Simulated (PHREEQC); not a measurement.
A made-up water analysis in mg/kgw, 45 °C, pH 6.72, pe -0.5:

| constituent | mg/kgw |
|---|---|
| Na | 15 |
| K | 0.132 |
| Ca | 36.4 |
| Mg | 11.6 |
| Cl | 28 |
| S(6) as SO4 | 40.1 |
| Alkalinity as HCO3 | 116 |
| Fe(2) | 0.0278 |
| Si as SiO2 | 0.0341 |
| Mn(2) | 0.813 |
| Zn | 0.0652 |
| Br | 0.786 |

Cl is adjusted to close the charge balance.
Valence states are taken as typed.

Model: ion-association model, phreeqc.dat, run in PHREEQC.

Task: The ionic strength comes out as 0.00495 mol/kgw. What activity coefficients do Mg+2, Cl-, Br-, MnHCO3+, CaHCO3+ get?

Result: Mg+2 0.74, Cl- 0.92, Br- 0.92, MnHCO3+ 0.93, CaHCO3+ 0.93.

Precipitation was switched off in this run. Species that the database lacks are ignored. Away from 25 °C the constants follow the database's enthalpies or fits; those with neither stay at their 25 °C values. The database's zinc carbonate complexes are estimates, stronger than later reviews accept.
